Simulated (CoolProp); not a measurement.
A single-stage vapour-compression cycle with trans-2-butene: evaporating at 250.15 K (dew point), condensing at 307.15 K (bubble point), superheat 8 K, subcooling 2 K, compressor efficiency 0.6, no pressure losses. Each further row changes one setting.

Values from CoolProp's reference Helmholtz-energy equation of state, Lemmon 2005. It is a short technical equation, of lower accuracy than the large ones.

```csv
case,cooling COP,pressure ratio,discharge temperature (K),refrigerating effect (kJ/kg),volumetric capacity (kJ/m³)
as stated,?,8.37,353.8,314,309
evaporating temperature 255.15 K,2.47,6.65,349.1,321,?
condensing temperature 302.15 K,?,7.20,?,326,320
subcooling 7 K,?,8.37,353.8,326,320
superheat 18 K,2.17,8.37,364.9,329,?
compressor efficiency 0.5,?,8.37,?,314,309
```

Problem. Some entries are withheld; supply them.

Solution. 
- as stated, cooling COP: 2.16
- evaporating temperature 255.15 K, volumetric capacity (kJ/m³): 390
- condensing temperature 302.15 K, cooling COP: 2.43
- condensing temperature 302.15 K, discharge temperature (K): 347.0
- subcooling 7 K, cooling COP: 2.24
- superheat 18 K, volumetric capacity (kJ/m³): 310
- compressor efficiency 0.5, cooling COP: 1.80
- compressor efficiency 0.5, discharge temperature (K): 369.4
